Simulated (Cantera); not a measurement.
A closed system holds: 1 mol N2O, 0.0035 mol SO2, 2.2 mol O2, equilibrated at 0.263 Torr.

Cantera equilibrium calculation (NASA polynomials, part measured and part estimated; ideal gas, pure solids and liquids). Candidate condensed phases: S; 17 gas species. Equilibrium is a limit: real reactors are often held back by kinetics, nucleation or transport.

At 2223 K, list the 6 most abundant gas species with their mole fractions, and the condensed phases.

O2 0.610, N2 0.246, O 0.130, NO 0.0127, SO2 0.000830, SO 5.20e-5. Condensed: gas only.
